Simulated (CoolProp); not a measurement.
A simple Rankine cycle with chloromethane (R40): condensing at 328.15 K, boiler at 4.99 MPa, turbine inlet 437.8 K, turbine efficiency 0.75, pump efficiency 0.8, no recuperator. Each further row changes one setting.

The numbers come from the reference Helmholtz-energy equation of state, Thol 2014 in CoolProp.

```
case                             thermal efficiency (%)  net work (kJ/kg)  heat in (kJ/kg)  turbine exit temperature (K)  volume ratio over the turbine
-------------------------------  ----------------------  ----------------  ---------------  ----------------------------  -----------------------------
as stated                                          11.3              44.8              397                             …                           3.59
turbine inlet 457.8 K                              11.8              50.2              426                         364.7                           3.55
condensing temperature 320.15 K                    12.4              51.0              410                             …                           4.28
boiler pressure 3.49 MPa                              …              39.0              423                         371.7                           2.53
turbine efficiency 0.65                               …              38.1              397                         349.1                           3.69
```

**Question.** Some entries are withheld; supply them.

**Answer.** 
- as stated, turbine exit temperature (K): 343.3
- condensing temperature 320.15 K, turbine exit temperature (K): 332.2
- boiler pressure 3.49 MPa, thermal efficiency (%): 9.2
- turbine efficiency 0.65, thermal efficiency (%): 9.6
